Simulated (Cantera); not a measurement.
# Dilute partial oxidation

An isothermal, constant-pressure homogeneous reactor starts with CH3OH : O2 : N2 : H2 = 0.0078 : 0.0049 : 1 : 0.018 (molar parts), at 1275 K and 0.987 atm.

Detailed kinetics in Cantera: GRI-Mech 3.0 (53 species, 325 reactions). GRI-Mech 3.0 was tuned for natural gas; its chemistry of methanol as a main component is partial and can be far from experiment.

| t (s) | x CH3OH | x O2 | x H2O | x H2 | x CO | x CH2 |
|---|---|---|---|---|---|---|
| 1.00e-6 | 0.00757 | 0.00475 | 1.43e-9 | 0.0175 | 6.66e-11 | 6.70e-10 |
| 3.83e-6 | 0.00757 | 0.00475 | 7.54e-9 | 0.0175 | 5.87e-10 | 1.47e-9 |
| 1.47e-5 | 0.00757 | 0.00475 | 3.52e-8 | 0.0175 | 3.41e-9 | 1.73e-9 |
| 5.62e-5 | 0.00757 | 0.00475 | 1.46e-7 | 0.0175 | 1.45e-8 | 1.73e-9 |
| 0.000215 | 0.00757 | 0.00475 | 5.97e-7 | 0.0175 | 5.76e-8 | 1.73e-9 |
| 0.000825 | 0.00756 | 0.00475 | 3.12e-6 | 0.0175 | 2.41e-7 | 1.73e-9 |
| 0.00316 | 0.00738 | 0.00469 | 7.02e-5 | 0.0176 | 6.79e-6 | 1.69e-9 |
| 0.0121 | 1.91e-10 | 5.86e-8 | 0.00884 | 0.0228 | 0.00692 | 1.74e-9 |
| 0.0464 | 5.01e-11 | 4.05e-10 | 0.00846 | 0.0237 | 0.00654 | 7.14e-11 |
| 0.178 | 1.61e-11 | 1.57e-11 | 0.00835 | 0.0239 | 0.00643 | 4.71e-12 |
| 0.681 | 4.25e-12 | <1e-12 | 0.00829 | 0.0240 | 0.00637 | <1e-12 |
| 2.61 | 1.10e-12 | <1e-12 | 0.00825 | 0.0240 | 0.00633 | <1e-12 |
| 10.0 | <1e-12 | <1e-12 | 0.00822 | 0.0240 | 0.00630 | <1e-12 |
x: mole fraction; the columns are a selection and need not sum to one.

Equilibrium at this temperature and pressure: CH3OH <1e-12, O2 <1e-12, H2O 0.00815, H2 0.0241, CO 0.00623, CH2 <1e-12 (gas phase only).
